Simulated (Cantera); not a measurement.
Charge: 1 mol AlN, 1.3 mol I2, equilibrated at 1648.15 K and 18.0 mbar.

Equilibrium computed with Cantera from the NASA thermochemical tables; the gas is ideal and each condensed phase is pure. Candidate condensed phases: Al, AlI3, AlN, I2; 10 gas species. Equilibrium is a limit: real reactors are often held back by kinetics, nucleation or transport.

Base state: I 0.658, AlI 0.207, N2 0.113, AlI3 0.0192, I2 0.00168 (mole fractions); condensed: AlN(s).

Question: What changes in the equilibrium state with this change: pressure from 18.0 mbar to 0.100 bar?

Answer: 
| species | before | after |
|---|---|---|
| I | 0.658 | 0.605 |
| AlI3 | 0.0192 | 0.183 |
| N2 | 0.113 | 0.129 |
| AlI | 0.207 | 0.0757 |
| I2 | 0.00168 | 0.00787 |
| AlN(s), mol | 0.364 | 0.460 |

Question: What changes in the equilibrium state with this change: pressure from 18.0 mbar to 0.310 bar?

Answer: 
```
species       before   after
-----------  -------  ------
I              0.658   0.445
AlI3          0.0192   0.335
N2             0.113   0.181
AlI            0.207  0.0267
I2           0.00168  0.0132
AlN(s), mol    0.364   0.374
```
